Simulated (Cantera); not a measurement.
Cantera run:

```python
import numpy as np
import cantera as ct

gas_names = """
    Cr CrN CrO CrO2 CrO3 N NO NO2 NO3 N2 N2O O O2 O3
""".split()
cond_names = """
    Cr(cr) Cr(L) CrN(s) Cr2N(s) Cr2O3(s) Cr2O3(L)
""".split()


# ... load() reads the species with a 1 bar reference pressure and builds the phases ...
atoms = {
    'Cr': {'Cr': 1},
    'N2O': {'N': 2, 'O': 1},
    'N2': {'N': 2},
}
top_T = {'CrN(s)': 1900, 'Cr2N(s)': 1900}  # K; cautious upper limits of use, not melting points


# ... equilibrate(T, P, feed) seeds the gas with the atoms and calls Mixture.equilibrate('TP', solver="vcs", rtol=1e-11, max_steps=5000) ...
results = []
feed = {'Cr': 1, 'N2O': 0.39, 'N2': 7.4}  # mol
for P in [0.1, 0.75, 5.6, 42, 320, 2400, 18000, 130000, 1000000]:
    for T in [1325, 1350, 1375, 1400, 1425, 1450, 1475, 1500, 1525, 1550, 1575, 1600]:
        mix = equilibrate(T, P, feed)
        results.append((T, P, feed, dict(zip(mix.species_names, mix.species_moles))))

for T, P, feed, n in results:
    print(f"{T:7g} {P:10.4g}  " + (" + ".join(c for c in cond_names if n.get(c, 0) > 1e-12) or "gas only"))
```

It prints:

```
   1325        0.1  Cr(cr) + Cr2O3(s)
   1350        0.1  Cr(cr) + Cr2O3(s)
   1375        0.1  Cr(cr) + Cr2O3(s)
   1400        0.1  Cr(cr) + Cr2O3(s)
   1425        0.1  Cr2O3(s)
   1450        0.1  Cr2O3(s)
   1475        0.1  Cr2O3(s)
   1500        0.1  Cr2O3(s)
   1525        0.1  Cr2O3(s)
   1550        0.1  Cr2O3(s)
   1575        0.1  Cr2O3(s)
   1600        0.1  Cr2O3(s)
   1325       0.75  Cr(cr) + Cr2O3(s)
   1350       0.75  Cr(cr) + Cr2O3(s)
   1375       0.75  Cr(cr) + Cr2O3(s)
   1400       0.75  Cr(cr) + Cr2O3(s)
   1425       0.75  Cr(cr) + Cr2O3(s)
   1450       0.75  Cr(cr) + Cr2O3(s)
   1475       0.75  Cr(cr) + Cr2O3(s)
   1500       0.75  Cr(cr) + Cr2O3(s)
   1525       0.75  Cr2O3(s)
   1550       0.75  Cr2O3(s)
   1575       0.75  Cr2O3(s)
   1600       0.75  Cr2O3(s)
   1325        5.6  Cr(cr) + Cr2O3(s)
   1350        5.6  Cr(cr) + Cr2O3(s)
   1375        5.6  Cr(cr) + Cr2O3(s)
   1400        5.6  Cr(cr) + Cr2O3(s)
   1425        5.6  Cr(cr) + Cr2O3(s)
   1450        5.6  Cr(cr) + Cr2O3(s)
   1475        5.6  Cr(cr) + Cr2O3(s)
   1500        5.6  Cr(cr) + Cr2O3(s)
   1525        5.6  Cr(cr) + Cr2O3(s)
   1550        5.6  Cr(cr) + Cr2O3(s)
   1575        5.6  Cr(cr) + Cr2O3(s)
   1600        5.6  Cr(cr) + Cr2O3(s)
   1325         42  Cr(cr) + Cr2O3(s)
   1350         42  Cr(cr) + Cr2O3(s)
   1375         42  Cr(cr) + Cr2O3(s)
   1400         42  Cr(cr) + Cr2O3(s)
   1425         42  Cr(cr) + Cr2O3(s)
   1450         42  Cr(cr) + Cr2O3(s)
   1475         42  Cr(cr) + Cr2O3(s)
   1500         42  Cr(cr) + Cr2O3(s)
   1525         42  Cr(cr) + Cr2O3(s)
   1550         42  Cr(cr) + Cr2O3(s)
   1575         42  Cr(cr) + Cr2O3(s)
   1600         42  Cr(cr) + Cr2O3(s)
   1325        320  Cr(cr) + Cr2O3(s)
   1350        320  Cr(cr) + Cr2O3(s)
   1375        320  Cr(cr) + Cr2O3(s)
   1400        320  Cr(cr) + Cr2O3(s)
   1425        320  Cr(cr) + Cr2O3(s)
   1450        320  Cr(cr) + Cr2O3(s)
   1475        320  Cr(cr) + Cr2O3(s)
   1500        320  Cr(cr) + Cr2O3(s)
   1525        320  Cr(cr) + Cr2O3(s)
   1550        320  Cr(cr) + Cr2O3(s)
   1575        320  Cr(cr) + Cr2O3(s)
   1600        320  Cr(cr) + Cr2O3(s)
   1325       2400  Cr2N(s) + Cr2O3(s)
   1350       2400  Cr2N(s) + Cr2O3(s)
   1375       2400  Cr2N(s) + Cr2O3(s)
   1400       2400  Cr2N(s) + Cr2O3(s)
   1425       2400  Cr2N(s) + Cr2O3(s)
   1450       2400  Cr(cr) + Cr2O3(s)
   1475       2400  Cr(cr) + Cr2O3(s)
   1500       2400  Cr(cr) + Cr2O3(s)
   1525       2400  Cr(cr) + Cr2O3(s)
   1550       2400  Cr(cr) + Cr2O3(s)
   1575       2400  Cr(cr) + Cr2O3(s)
   1600       2400  Cr(cr) + Cr2O3(s)
   1325    1.8e+04  Cr2N(s) + Cr2O3(s)
   1350    1.8e+04  Cr2N(s) + Cr2O3(s)
   1375    1.8e+04  Cr2N(s) + Cr2O3(s)
   1400    1.8e+04  Cr2N(s) + Cr2O3(s)
   1425    1.8e+04  Cr2N(s) + Cr2O3(s)
   1450    1.8e+04  Cr2N(s) + Cr2O3(s)
   1475    1.8e+04  Cr2N(s) + Cr2O3(s)
   1500    1.8e+04  Cr2N(s) + Cr2O3(s)
   1525    1.8e+04  Cr2N(s) + Cr2O3(s)
   1550    1.8e+04  Cr2N(s) + Cr2O3(s)
   1575    1.8e+04  Cr2N(s) + Cr2O3(s)
   1600    1.8e+04  Cr2N(s) + Cr2O3(s)
   1325    1.3e+05  CrN(s) + Cr2O3(s)
   1350    1.3e+05  CrN(s) + Cr2O3(s)
   1375    1.3e+05  CrN(s) + Cr2O3(s)
   1400    1.3e+05  Cr2N(s) + Cr2O3(s)
   1425    1.3e+05  Cr2N(s) + Cr2O3(s)
   1450    1.3e+05  Cr2N(s) + Cr2O3(s)
   1475    1.3e+05  Cr2N(s) + Cr2O3(s)
   1500    1.3e+05  Cr2N(s) + Cr2O3(s)
   1525    1.3e+05  Cr2N(s) + Cr2O3(s)
   1550    1.3e+05  Cr2N(s) + Cr2O3(s)
   1575    1.3e+05  Cr2N(s) + Cr2O3(s)
   1600    1.3e+05  Cr2N(s) + Cr2O3(s)
   1325      1e+06  CrN(s) + Cr2O3(s)
   1350      1e+06  CrN(s) + Cr2O3(s)
   1375      1e+06  CrN(s) + Cr2O3(s)
   1400      1e+06  CrN(s) + Cr2O3(s)
   1425      1e+06  CrN(s) + Cr2O3(s)
   1450      1e+06  CrN(s) + Cr2O3(s)
   1475      1e+06  CrN(s) + Cr2O3(s)
   1500      1e+06  CrN(s) + Cr2O3(s)
   1525      1e+06  CrN(s) + Cr2O3(s)
   1550      1e+06  Cr2N(s) + Cr2O3(s)
   1575      1e+06  Cr2N(s) + Cr2O3(s)
   1600      1e+06  Cr2N(s) + Cr2O3(s)
```

Equilibrium computed with Cantera from the NASA thermochemical tables; the gas is ideal and each condensed phase is pure. Mutual solubility and eutectic melting of coexisting phases are not modelled.
